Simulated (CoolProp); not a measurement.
Methane at 345.98 K and 3.43 MPa is throttled through a valve to 0.541 MPa with no heat exchange. Each further row changes one setting.

Computed with CoolProp (reference Helmholtz-energy equation of state, Setzmann 1991).

```csv
case,temperature change (K),final density (kg/m³)
as stated,-9.1,3.12
outlet pressure 0.162 MPa,-10.4,0.933
outlet pressure 0.703 MPa,-8.6,4.05
```
